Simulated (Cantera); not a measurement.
Charge: 1 mol SiH₂Cl₂, 15 mol N₂, at 54.0 Pa.

These are equilibrium values from Cantera (NASA tables, ideal gas, pure condensed phases), not measurements of a reactor. Candidate condensed phases: NH₄Cl, Si, Si₃N₄; 28 gas species. N₂ is the only nitrogen source here; it is nearly inert below about 1500 K, so the nitride shown seldom forms there in practice. Equilibrium is a limit: real reactors are often held back by kinetics, nucleation or transport.

Over these rows the condensed part is Si₃N₄(s). Partial pressures as log10 of bar:

```
T (K)  1000/T (1/K)  log p SiCl₄  log p N₂  log p HCl  log p H₂  log p SiCl₂
-----  ------------  -----------  --------  ---------  --------  -----------
1098         0.9107        -5.43     -3.32      -4.30     -5.11        -6.99
1198         0.8347        -5.55     -3.32      -4.30     -5.11        -5.94
1298         0.7704            ?     -3.32      -4.33     -5.02        -5.22
1398         0.7153        -6.89     -3.32      -4.44     -4.84        -4.88
1498         0.6676        -7.93     -3.32      -4.62     -4.70        -4.71
1598         0.6258        -8.95     -3.32      -4.81     -4.62        -4.62
```

Problem. Fit log p(SiCl₄) = a + b·(1000/T) to the five rows, give the apparent enthalpy, and predict the row at 1298 K.

Solution. Means: 1000/T = 0.7508, log p = -6.950. Sxy = 0.689914, Sxx = 0.0564147, so b = 12.23 and a = -6.950 − (12.23)×0.7508 = -16.13.
Apparent enthalpy: −19.145 × (12.23) = -234 kJ/mol. With the condensed phases at unit activity, 2/3 N₂(g) + 2 SiCl₂(g) = SiCl₄(g) + 1/3 Si₃N₄(s) links this pressure to the main gases: over the six rows their terms move log p by +4.74 in all, so the slope isn't that reaction's ΔH° alone. The five rows lie within 0.49 of the line; that is curvature, so one enthalpy describes this range poorly.
Prediction at 1298 K: -16.13 + (12.23)×0.7704 = -6.71. The computed value is -5.99, 0.72 from the line.
